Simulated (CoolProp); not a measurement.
CHF3 (R23) along the isotherm 301.7 K: fugacity coefficient from the reference equation and from simpler models built on Tc = 299.3 K, pc = 4.832 MPa, ω = 0.263; each cubic takes its own stable root.

Computed with CoolProp (reference Helmholtz-energy equation of state, Penoncello 2003).

```json
[
 {"p (MPa)": "0.0382", "phase": "gas", "reference": "0.9972"},
 {"p (MPa)": "0.0869", "phase": "gas", "reference": "0.9937"},
 {"p (MPa)": "0.198", "phase": "gas", "reference": "0.9856"},
 {"p (MPa)": "0.45", "phase": "gas", "reference": "0.9674"},
 {"p (MPa)": "1.02", "phase": "gas", "reference": "0.9267"},
 {"p (MPa)": "2.33", "phase": "gas", "reference": "0.8350"},
 {"p (MPa)": "5.31", "phase": "supercritical", "reference": "0.6185"},
 {"p (MPa)": "12.1", "phase": "supercritical", "reference": "0.3356"}
]
```

### Question
How far does each simpler model (van der Waals, Redlich-Kwong, Soave-Redlich-Kwong) lie from the reference over these 8 states: mean and median of the absolute difference, and the worst?

### Answer
- van der Waals: mean 4.0 %, median 0.9 %, worst +19.2 % at 301.7 K and 12.1 MPa
- Redlich-Kwong: mean 1.6 %, median 0.3 %, worst +8.4 % at 301.7 K and 12.1 MPa
- Soave-Redlich-Kwong: mean 1.8 %, median 0.3 %, worst +9.1 % at 301.7 K and 12.1 MPa
